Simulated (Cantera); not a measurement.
CH3SiCl3 + CH4 + H2 (silicon carbide growth)

Charge: 1 mol CH3SiCl3, 0.031 mol CH4, 1.1 mol H2, held at 48.0 Torr.

Equilibrium computed with Cantera from the NASA thermochemical tables; the gas is ideal and each condensed phase is pure. Candidate condensed phases: C, C6H6, C7H8, C8H18, Si, SiC; 109 gas species. The feed counts by its element totals alone. The tables' values for SiCl, SiCl3 are old estimates; treat these amounts as uncertain. Gases not in the tables: Si2H6 and higher silanes. Rates play no part.

From 2250 K to 2500 K the condensed part is C(graphite) + SiC(s). The main Si-bearing gas is SiCl2 throughout. The share of Si in condensed phases is highest at 2250 K (47.7 %) and lowest at 2500 K (25.7 %).

```csv
T (K),x HCl,x H2,x SiCl2,x H,x Cl,x Si,x SiCl,n C(graphite),n SiC(s)
2250,0.449,0.393,0.117,0.0184,0.0152,0.00115,0.00212,0.541,0.477
2275,0.441,0.393,0.119,0.0210,0.0171,0.00156,0.00257,0.551,0.465
2300,0.434,0.393,0.121,0.0240,0.0191,0.00209,0.00309,0.561,0.452
2325,0.426,0.393,0.122,0.0272,0.0212,0.00279,0.00370,0.572,0.438
2350,0.418,0.392,0.123,0.0309,0.0236,0.00370,0.00440,0.583,0.422
2375,0.409,0.390,0.124,0.0348,0.0261,0.00487,0.00522,0.595,0.404
2400,0.401,0.388,0.124,0.0392,0.0288,0.00638,0.00616,0.609,0.384
2425,0.391,0.385,0.124,0.0439,0.0317,0.00831,0.00724,0.624,0.361
2450,0.382,0.382,0.124,0.0491,0.0348,0.0108,0.00847,0.640,0.333
2475,0.371,0.378,0.124,0.0547,0.0380,0.0139,0.00985,0.660,0.299
2500,0.360,0.372,0.123,0.0607,0.0414,0.0178,0.0114,0.683,0.257
```
x: gas mole fraction; n: condensed amount in mol.
